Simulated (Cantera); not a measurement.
Input (Python, Cantera) and output of one run.

```python
import numpy as np
import cantera as ct

gas_names = """
    Cr CrN CrO CrO2 CrO3 H HNO HNO2 HNO3 HO2 H2 H2O H2O2 N NH NH2 NH3 NH2OH NO NO2 NO3 N2 N2H2 N2H4 N2O
    O OH O2 O3
""".split()
cond_names = """
    Cr(cr) Cr(L) CrN(s) Cr2N(s) Cr2O3(s) Cr2O3(L) H2O(s) H2O(L)
""".split()


# ... load() reads the species with a 1 bar reference pressure and builds the phases ...
atoms = {
    'Cr': {'Cr': 1},
    'H2O': {'H': 2, 'O': 1},
    'N2': {'N': 2},
    'N2O': {'N': 2, 'O': 1},
}
top_T = {'CrN(s)': 1900, 'Cr2N(s)': 1900}  # K; cautious upper limits of use, not melting points


# ... equilibrate(T, P, feed) seeds the gas with the atoms and calls Mixture.equilibrate('TP', solver="vcs", rtol=1e-11, max_steps=5000) ...
results = []
feed = {'Cr': 1, 'H2O': 0.013, 'N2': 1.1, 'N2O': 0.49}  # mol
T = 923  # K
P = 12000  # Pa
mix = equilibrate(T, P, feed)
results.append((T, P, feed, dict(zip(mix.species_names, mix.species_moles))))
print(gas.report(threshold=0.001))
for i in range(1, mix.n_phases):
    print(f"{mix.phase(i).name:16s} {mix.phase_moles(i):12.5e} mol")
```

Result:

```
       temperature   923 K
          pressure   12000 Pa
           density   0.043389 kg/m^3
  mean mol. weight   27.748 kg/kmol
   phase of matter   gas

                          1 kg             1 kmol
                     ---------------   ---------------
          enthalpy        6.8318e+05        1.8957e+07  J
   internal energy        4.0661e+05        1.1283e+07  J
           entropy              8759        2.4304e+05  J/K
    Gibbs function       -7.4014e+06       -2.0537e+08  J
 heat capacity c_p              1162             32244  J/K
 heat capacity c_v            862.39             23930  J/K

                      mass frac. Y      mole frac. X     chem. pot. / RT
                     ---------------   ---------------   ---------------
                H2        0.00074325           0.01023           -24.013
                N2           0.99926           0.98977            -26.79
     [  +27 minor]        4.6039e-07        7.1601e-07

Cr(cr)            0.00000e+00 mol
CrN(s)            6.64667e-01 mol
Cr2N(s)           0.00000e+00 mol
Cr2O3(s)          1.67666e-01 mol
```

These are equilibrium values from Cantera (NASA tables, ideal gas, pure condensed phases), not measurements of a reactor.
